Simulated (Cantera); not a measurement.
## AlCl3 + O2 + N2 (aluminium nitride and oxide growth)

Charge: 1 mol AlCl3, 0.77 mol O2, 170 mol N2, held at 0.00133 bar.

Equilibrium computed with Cantera from the NASA thermochemical tables; the gas is ideal and each condensed phase is pure. Candidate condensed phases: Al, AlCl3, AlN, Al2O3; 24 gas species. Rates play no part.

```
T (°C)   x N2      x Cl     x Cl2      x O2  n Al2O3(s)
------  -----  --------  --------  --------  ----------
727     0.991  0.000967   0.00826  0.000116       0.500
777     0.990   0.00191   0.00778  0.000116       0.500
827     0.989   0.00347   0.00699  0.000116       0.500
877     0.988   0.00574   0.00585  0.000116       0.500
927     0.987   0.00859   0.00441  0.000117       0.500
977     0.985    0.0115   0.00292  0.000117       0.499
1027    0.984    0.0140   0.00169  0.000115       0.499
1077    0.983    0.0156  0.000888  0.000113       0.499
1127    0.983    0.0164  0.000446  0.000110       0.500
1177    0.983    0.0169  0.000223  0.000106       0.500
1227    0.983    0.0171  0.000114  0.000102       0.500
```
x: gas mole fraction; n: condensed amount in mol.

From 727 °C to 1227 °C the condensed part is Al2O3(s). The main Al-bearing gas is AlCl3 throughout.
